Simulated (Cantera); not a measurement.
**Adiabatic ignition**

An adiabatic, constant-volume homogeneous reactor starts with 18.7 % CO, 1.27 % H₂, 2.62 % CH₄, 16.2 % O₂, 61.1 % N₂, equivalence ratio 0.94, at 1275 K and 0.310 bar.

Cantera simulation using GRI-Mech 3.0 (53 species, 325 reactions); the numbers are that mechanism's predictions, not measurements.

```csv
t (s),T (K),P (bar),x CO,x H₂,x CH₄,x NO,x H₂O₂
8.00e-6,1275,0.310,0.187,0.0127,0.0262,<1e-12,1.86e-12
1.80e-5,1275,0.310,0.187,0.0127,0.0262,<1e-12,9.21e-12
4.04e-5,1275,0.310,0.187,0.0127,0.0262,<1e-12,4.47e-11
9.09e-5,1275,0.310,0.187,0.0127,0.0262,<1e-12,2.07e-10
0.000204,1275,0.310,0.187,0.0127,0.0262,<1e-12,9.10e-10
0.000460,1275,0.310,0.187,0.0127,0.0262,<1e-12,6.71e-9
0.00103,1360,0.331,0.187,0.0146,0.0195,5.49e-10,6.74e-6
0.00232,2682,0.627,0.0923,0.00542,<1e-12,0.00230,7.96e-8
0.00522,2726,0.635,0.0889,0.00513,<1e-12,0.00995,9.69e-8
0.0117,2722,0.634,0.0888,0.00514,<1e-12,0.0132,9.52e-8
0.0264,2722,0.634,0.0888,0.00514,<1e-12,0.0134,9.51e-8
0.0594,2722,0.634,0.0888,0.00514,<1e-12,0.0134,9.51e-8
0.133,2722,0.634,0.0888,0.00514,<1e-12,0.0134,9.51e-8
0.300,2722,0.634,0.0888,0.00514,<1e-12,0.0134,9.51e-8
```
x: mole fraction; the columns are a selection and need not sum to one.

```yaml
time_of_steepest_temperature_rise: 1.12 ms
temperature at 0.300 s: 2722 K
equilibrium_temperature: 2722 K
x(CO) at 0.300 s: 0.0888 (gas-phase equilibrium 0.0888)
x(H₂) at 0.300 s: 0.00514 (gas-phase equilibrium 0.00514)
x(CH₄) at 0.300 s: <1e-12 (gas-phase equilibrium <1e-12)
```
